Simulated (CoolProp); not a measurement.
A simple Rankine cycle with R1336mzz(E): condensing at 297.15 K, boiler at 1.09 MPa, turbine inlet 364.1 K, turbine efficiency 0.7, pump efficiency 0.8, no recuperator. Each further row changes one setting.

Model: reference Helmholtz-energy equation of state, Akasaka 2023, in CoolProp.

```csv
case,thermal efficiency (%),net work (kJ/kg),heat in (kJ/kg),turbine exit temperature (K),volume ratio over the turbine
as stated,9.3,17.5,188,326.6,6.61
turbine inlet 384.1 K,9.3,19.3,209,348.2,6.29
condensing temperature 289.15 K,10.4,20.6,198,322.0,8.85
boiler pressure 0.763 MPa,7.7,15.0,194,336.9,4.30
turbine efficiency 0.6,7.9,14.9,188,329.6,6.69
```
